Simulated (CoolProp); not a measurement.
The fluid at 293.15 K and 0.852 MPa is compressed adiabatically to 4.24 MPa with isentropic efficiency 0.6. The same conditions are run with several fluids, on thermodynamics alone (safety and materials aside).

Computed with CoolProp (reference Helmholtz-energy equation of state of each fluid (R13: Platzer 1990; nitrous oxide: Lemmon 2006; carbon dioxide: Span 1996; CF4 (R14): Platzer 1990; R410A: Lemmon 2003)). The equations of Platzer and Polt are older, rougher fits. Blends and air are pseudo-pure fits.

```json
[
 {"fluid": "R13", "work (kJ/kg)": "60.3", "final temperature (K)": "___", "final phase": "supercritical", "final density (kg/m³)": "157"},
 {"fluid": "nitrous oxide", "work (kJ/kg)": "___", "final temperature (K)": "475.8", "final phase": "gas", "final density (kg/m³)": "___"},
 {"fluid": "carbon dioxide", "work (kJ/kg)": "168", "final temperature (K)": "___", "final phase": "gas", "final density (kg/m³)": "48.3"},
 {"fluid": "CF4 (R14)", "work (kJ/kg)": "___", "final temperature (K)": "404.9", "final phase": "supercritical", "final density (kg/m³)": "114"},
 {"fluid": "R410A", "work (kJ/kg)": "83.4", "final temperature (K)": "___", "final phase": "gas", "final density (kg/m³)": "112"}
]
```

Question: Fill in the missing entries.

Answer: 
- R13, final temperature (K): 397.1
- nitrous oxide, work (kJ/kg): 166
- nitrous oxide, final density (kg/m³): 49.3
- carbon dioxide, final temperature (K): 481.6
- CF4 (R14), work (kJ/kg): 79.3
- R410A, final temperature (K): 407.1
